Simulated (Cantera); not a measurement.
Input: 1 mol Si, 0.0034 mol H₂O, 4.3 mol N₂, at 13.3 mbar.

Method: chemical equilibrium by Gibbs-energy minimisation in Cantera with the NASA 1993 tables (ideal gas, pure condensed phases). Candidate condensed phases: H₂O, Si, SiO₂, Si₂N₂O, Si₃N₄; 35 gas species. N₂ is the only nitrogen source here; it is nearly inert below about 1500 K, so the nitride shown seldom forms there in practice. Mutual solubility and eutectic melting of coexisting phases are not modelled. The numbers say what is thermodynamically allowed, not how fast it happens.

Problem. Which condensed phases are stable at each of these points (T (°C)): 852, 902, 952, 1002, 1052, 1102, 1152, 1202, 1252, 1302, 1352, 1402?

Solution. 
```
T (°C)      condensed phases  Si condensed (%)
------  --------------------  ----------------
852     Si₂N₂O(s) + Si₃N₄(s)             100.0
902     Si₂N₂O(s) + Si₃N₄(s)             100.0
952     Si₂N₂O(s) + Si₃N₄(s)             100.0
1002    Si₂N₂O(s) + Si₃N₄(s)             100.0
1052    Si₂N₂O(s) + Si₃N₄(s)             100.0
1102    Si₂N₂O(s) + Si₃N₄(s)             100.0
1152    Si₂N₂O(s) + Si₃N₄(s)             100.0
1202    Si₂N₂O(s) + Si₃N₄(s)             100.0
1252    Si₂N₂O(s) + Si₃N₄(s)             100.0
1302    Si₂N₂O(s) + Si₃N₄(s)             100.0
1352    Si₂N₂O(s) + Si₃N₄(s)              99.9
1402                Si₃N₄(s)              99.7
```

From 852 °C to 1352 °C the condensed part is Si₂N₂O(s) + Si₃N₄(s). At 1402 °C the condensed part is Si₃N₄(s).
